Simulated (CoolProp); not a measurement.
Decamethylcyclopentasiloxane (D5) along the isotherm 620 K: Z from the reference equation and from simpler models built on Tc = 618.3 K, pc = 1078 kPa, ω = 0.631; each cubic takes its own stable root.

Model: reference Helmholtz-energy equation of state, Thol 2019, in CoolProp.

```
p (kPa)          phase  reference
-------  -------------  ---------
829                gas     0.6416
1660     supercritical     0.2392
2490     supercritical     0.3288
3320     supercritical     0.4184
4140     supercritical     0.5054
4970     supercritical     0.5918
5800     supercritical     0.6769
6630     supercritical     0.7607
7460     supercritical     0.8434
8290     supercritical     0.9251
9120     supercritical      1.006
9950     supercritical      1.086
10800    supercritical      1.167
```

Task: How far does each simpler model (van der Waals, Redlich-Kwong, Soave-Redlich-Kwong) lie from the reference over these 13 states: mean and median of the absolute difference, and the worst?

Result: 
- van der Waals: mean 40.1 %, median 41.6 %, worst +48.8 % at 620 K and 1660 kPa
- Redlich-Kwong: mean 11.3 %, median 9.9 %, worst +23.2 % at 620 K and 1660 kPa
- Soave-Redlich-Kwong: mean 11.5 %, median 10.0 %, worst +23.9 % at 620 K and 1660 kPa
